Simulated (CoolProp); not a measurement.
Vapour-liquid equilibrium of R143a (1) + isobutene (2) at -71.45 °C; x and y are mole fractions of (1).

Computed with CoolProp (multi-fluid Helmholtz-energy mixture model, Lemmon and Jacobsen 2000 and Lemmon 2005; pair parameters Bell 2016).

Give the bubble pressure and the first vapour's composition at x = 0.275, 0.5, 0.875. Is there an azeotrope?

x = 0.275: 0.1867 bar, y = 0.862; x = 0.5: 0.2165 bar, y = 0.893; x = 0.875: 0.2560 bar, y = 0.954. No azeotrope shows between x = 0.05 and 0.95.

The pair parameters rest on a limited set of measurements; away from them the model extrapolates. With so large a gap from Raoult's law the liquid may split in two, which this calculation doesn't test in full.
